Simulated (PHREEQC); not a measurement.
PHREEQC input (ion-association model, wateq4f.dat):

```
SOLUTION_MASTER_SPECIES
  An  An-  0  An  62.0  # stands for a non-complexing anion
SOLUTION_SPECIES
  An- = An-
    -log_k 0
    -gamma 3.0 0
PHASES
  Fix_H+
    H+ = H+
    -log_k 0
SOLUTION 1
  temp 25
  units mmol/kgw
  pH 7 charge
  Na 300
  An 300
END
SELECTED_OUTPUT 1
  -reset false
  -pH true
  -pe true
  -ionic_strength true
  -water true
  -totals Na
  -molalities Hfo_wOH Hfo_wOH2+ Hfo_wO- Hfo_sOH Hfo_sOH2+ Hfo_sO-
USER_PUNCH 1
  -headings sigma psi
  10 PUNCH EDL("sigma", "Hfo"), EDL("psi", "Hfo")
PRINT
  -reset false
USE solution 1
SURFACE 1
  Hfo_wOH 0.00853933 600 3.8
  Hfo_sOH 0.000213483
EQUILIBRIUM_PHASES 1
  Fix_H+ -3 HAn 10
    -force_equality true
  O2(g) -0.68 10
END
# ... the last block is repeated for the other 12 points of pH, with NaOH or the acid as the point needs
```

Selected output (columns that matter, 9 of 13 rows; pH added in front):

```
pH	mu	Na	m_Hfo_wOH	m_Hfo_wOH2+	m_Hfo_wO-	m_Hfo_sOH	m_Hfo_sOH2+	m_Hfo_sO-	sigma	psi
3	0.30563	0.3	5.6877e-05	0.0084824	8.7367e-09	1.4219e-06	0.00021206	2.1842e-10	0.36797	0.1252
4.33	0.30397	0.3	0.00089611	0.0076408	2.4076e-06	2.2403e-05	0.00019102	6.0189e-08	0.33135	0.12004
5	0.3032	0.3	0.0022884	0.0062317	1.925e-05	5.7209e-05	0.00015579	4.8126e-07	0.2695	0.10973
5.67	0.30226	0.3	0.0039775	0.004481	8.088e-05	9.9437e-05	0.00011202	2.022e-06	0.19087	0.092771
7	0.30078	0.3	0.0061344	0.0019666	0.00043835	0.00015336	4.9165e-05	1.0959e-05	0.066295	0.046381
8.33	0.30014	0.30028	0.0065405	0.00086218	0.0011366	0.00016351	2.1554e-05	2.8416e-05	-0.011906	-0.0094643
9	0.30062	0.30122	0.0062957	0.00052992	0.0017135	0.00015739	1.3248e-05	4.2837e-05	-0.051344	-0.037574
9.67	0.30125	0.30245	0.0056428	0.00027867	0.0026175	0.00014107	6.9668e-06	6.5438e-05	-0.10146	-0.06351
11	0.30433	0.30721	0.0028424	3.2682e-05	0.0056633	7.1061e-05	8.1704e-07	0.00014158	-0.24428	-0.10474
```

Complexes and solids missing from the database can't appear. The oxide is taken as insoluble; below pH 4 it would dissolve.
